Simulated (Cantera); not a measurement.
A freely propagating, adiabatic, planar premixed flame of CH4 : O2 : N2 = 1 : 2.94 : 11.1 (molar parts), equivalence ratio 0.68, unburnt at 573 K and 7500 Torr; mixture-averaged transport, grid criteria slope 0.08 and curve 0.16, no radiation.

Model: GRI-Mech 3.0 (53 species, 325 reactions), integrated in Cantera. Burning velocities carry a grid error of a few per cent, more on coarse grids.

Task: What does this change do: inlet temperature 573 to 350 K?

Result: 
| quantity | before | after |
|---|---|---|
| laminar burning velocity | 24.1 cm/s | 6.94 cm/s |
| thermal thickness | 0.108 mm | 0.196 mm |
| peak x(CH2CO) | 0.000127 | 0.000104 |
| peak x(C2H6) | 0.000352 | 0.000255 |

Task: What does this change do: 0.54 parts H2O added?

Result: 
```csv
quantity,before,after
laminar burning velocity,24.1 cm/s,19.7 cm/s
thermal thickness,0.108 mm,0.129 mm
peak x(CH2CO),0.000127,0.000126
peak x(C2H6),0.000352,0.000325
```
